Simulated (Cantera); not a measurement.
Input (Python, Cantera) and output of one run.

```python
import numpy as np
import cantera as ct

gas_names = """
    H HCL
""".split()
cond_names = """
    SrCL2(a) SrCL2(b) SrCL2(L) Sr(a) Sr(b) Sr(L)
""".split()


# ... load() reads the species with a 1 bar reference pressure and builds the phases ...
species = {s.name: s for s in load("nasa_gas.yaml", gas_names) + load("nasa_condensed.yaml", cond_names)}
# Each term lists the table entries of one substance; the one whose range holds T is used.
reactions = {
    'SrCl2 + 2 H(g) = Sr + 2 HCl(g)':
        [(-1, ['SrCL2(a)', 'SrCL2(b)', 'SrCL2(L)']), (-2, ['H']), (1, ['Sr(a)', 'Sr(b)', 'Sr(L)']), (2, ['HCL'])],
}


def pick(names, T):
    return next(species[n] for n in names if species[n].thermo.min_temp <= T <= species[n].thermo.max_temp)


results = []
for label, terms in reactions.items():
    print(label)
    print("     T/K   dH/kJ  dS/(J/K)   dG/kJ   log10 K")
    for T in [823, 873, 923, 973, 1023, 1073, 1123, 1173, 1223]:
        used = [(nu, pick(names, T)) for nu, names in terms]
        dH = sum(nu * s.thermo.h(T) for nu, s in used) / 1e6
        dS = sum(nu * s.thermo.s(T) for nu, s in used) / 1e3
        dG = dH - T * dS / 1e3
        logK = -dG * 1e6 / (ct.gas_constant * T * np.log(10))
        results.append((label, T, dH, dS, dG, logK, [s.name for _, s in used]))
        print(f"{T:8g} {dH:8.1f} {dS:8.1f} {dG:8.1f} {logK:8.2f}")
```

Result:

```
SrCl2 + 2 H(g) = Sr + 2 HCl(g)
     T/K   dH/kJ  dS/(J/K)   dG/kJ   log10 K
     823    190.0     49.3    149.4    -9.48
     873    187.8     46.7    147.0    -8.80
     923    185.5     44.1    144.8    -8.19
     973    183.0     41.5    142.6    -7.66
    1023    174.0     32.5    140.8    -7.19
    1073    178.7     37.0    139.0    -6.76
    1123    175.5     34.1    137.2    -6.38
    1173    156.6     17.7    135.9    -6.05
    1223    154.4     15.8    135.1    -5.77
```

Cantera with NASA thermochemical tables; ideal gases at 1 bar, condensed phases pure. Condensed species are held in their standard states even where they would react or evaporate.
